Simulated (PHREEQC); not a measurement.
Model water analysis in mg/kgw, 30 °C, pH 5.5, pe 9.2:

| constituent | mg/kgw |
|---|---|
| Na | 4410 |
| K | 2230 |
| Ca | 1460 |
| Mg | 756 |
| Cl | 12900 |
| S(6) as SO4 | 420 |
| Alkalinity as HCO3 | 506 |
| Pb | 9.32 |
| B | 4.34 |

Valence states are taken as typed.

Model: ion-association model, phreeqc.dat, run in PHREEQC.

Question: The ionic strength comes out as 0.443 mol/kgw. What activity coefficients do K+, PbCl+, NaSO4-, Ca+2, MgHCO3+ get?

Answer: K+ 0.65, PbCl+ 0.73, NaSO4- 0.70, Ca+2 0.26, MgHCO3+ 0.66.

Precipitation was switched off in this run. Examples of supersaturated solids here: Cerussite. Others may be too. Complexes and solids missing from the database can't appear.
